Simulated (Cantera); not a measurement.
A freely propagating, adiabatic, planar premixed flame of CH4 : C2H6 : C3H8 : O2 : N2 : H2O = 1 : 0.67 : 0.6 : 5.25 : 19.7 : 2.6 (molar parts), equivalence ratio 1.4, unburnt at 598 K and 2.76 atm; mixture-averaged transport, grid criteria slope 0.08 and curve 0.16, no radiation.

Model: GRI-Mech 3.0 (53 species, 325 reactions), integrated in Cantera. GRI-Mech 3.0 was tuned for natural gas; its chemistry of propane as a main component is partial and can be far from experiment. Burning velocities carry a grid error of a few per cent, more on coarse grids.

Task: How do the results move with these cheaper or finer settings: unity-Lewis-number transport; multicomponent transport; multicomponent+Soret transport; grid criteria slope 0.5, curve 1; grid criteria slope 0.25, curve 0.5; grid criteria slope 0.03, curve 0.06?

Result: 
```json
[
 {"setting": "as above", "laminar burning velocity": "48.3 cm/s", "thermal thickness": "0.239 mm", "peak x(OH)": "0.00121", "peak x(H2O2)": "8.94e-5", "grid points": "137"},
 {"setting": "unity-Lewis-number transport", "laminar burning velocity": "37.7 cm/s", "thermal thickness": "0.276 mm", "peak x(OH)": "0.00175", "peak x(H2O2)": "5.13e-5", "grid points": "141"},
 {"setting": "multicomponent transport", "laminar burning velocity": "48.8 cm/s", "thermal thickness": "0.242 mm", "peak x(OH)": "0.00122", "peak x(H2O2)": "8.85e-5", "grid points": "137"},
 {"setting": "multicomponent+Soret transport", "laminar burning velocity": "49.1 cm/s", "thermal thickness": "0.237 mm", "peak x(OH)": "0.00130", "peak x(H2O2)": "8.84e-5", "grid points": "138"},
 {"setting": "grid criteria slope 0.5, curve 1", "laminar burning velocity": "54.4 cm/s", "thermal thickness": "0.270 mm", "peak x(OH)": "0.00124", "peak x(H2O2)": "9.81e-5", "grid points": "31"},
 {"setting": "grid criteria slope 0.25, curve 0.5", "laminar burning velocity": "51.1 cm/s", "thermal thickness": "0.246 mm", "peak x(OH)": "0.00125", "peak x(H2O2)": "9.37e-5", "grid points": "53"},
 {"setting": "grid criteria slope 0.03, curve 0.06", "laminar burning velocity": "48.2 cm/s", "thermal thickness": "0.234 mm", "peak x(OH)": "0.00128", "peak x(H2O2)": "8.72e-5", "grid points": "340"}
]
```
The base run took around 12 core-seconds (rough).
Unity Lewis numbers drop preferential diffusion, which matters most where H2 and H carry the flame; Soret adds thermal diffusion.
